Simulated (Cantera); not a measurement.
An isothermal, constant-pressure homogeneous reactor starts with C2H4 : H2 = 1 : 4.9 (molar parts), at 1725 K and 0.132 atm. Integrator tolerance rtol = 1e-08.

Cantera simulation using GRI-Mech 3.0 (53 species, 325 reactions); the numbers are that mechanism's predictions, not measurements. GRI-Mech 3.0 was tuned for natural gas; its chemistry of ethylene as a main component is partial and can be far from experiment. GRI-Mech 3.0 stops at C3 and has no aromatics, soot or wall deposition, so with more carbon than oxygen in the feed, carbon stays in small species such as C2H2 where larger ones or solid carbon would form.

Problem. What does this change do: pressure from 0.132 atm to 0.859 atm?

Solution. 
```tsv
quantity	before	after
x(C2H4) at 3.00 s	0.000648 (gas-phase equilibrium 0.000648)	0.00386 (gas-phase equilibrium 0.00386)
x(H2) at 3.00 s	0.852 (gas-phase equilibrium 0.852)	0.838 (gas-phase equilibrium 0.838)
x(CH4) at 3.00 s	0.00396 (gas-phase equilibrium 0.00409)	0.0251 (gas-phase equilibrium 0.0251)
x(H) at 3.00 s	0.000473 (gas-phase equilibrium 0.000473)	0.000184 (gas-phase equilibrium 0.000184)
x(CH3) at 3.00 s	4.46e-5 (gas-phase equilibrium 4.60e-5)	0.000111 (gas-phase equilibrium 0.000111)
```
